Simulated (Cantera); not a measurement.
**Transport properties of process gases**

Gas mixture: 41.5 % N₂, 58.5 % O₂, at 1.01 bar, frozen composition.

Cantera's kinetic-theory transport with the Lennard-Jones parameters of GRI-Mech 3.0, ideal gas; thermal conductivity in the mixture-averaged form.

```csv
T (K),ρ (kg/m³),cp (J/kg/K),μ (µPa s),λ (mW/m/K),Pr,D (cm²/s) H₂O,D (cm²/s) CO₂,D (cm²/s) H₂
400,0.925,981.6,24.3,33.4,0.713,0.398,0.265,1.30
500,0.740,1005,28.4,40.2,0.709,0.606,0.394,1.89
600,0.616,1030,32.2,46.9,0.707,0.848,0.542,2.56
700,0.528,1056,35.8,53.4,0.707,1.12,0.707,3.31
800,0.462,1080,39.1,59.6,0.708,1.42,0.889,4.13
900,0.411,1102,42.2,65.6,0.709,1.75,1.09,5.02
1000,0.370,1121,45.3,71.5,0.710,2.10,1.30,5.98
```
D: mixture-averaged diffusion coefficient of that species in the mixture.
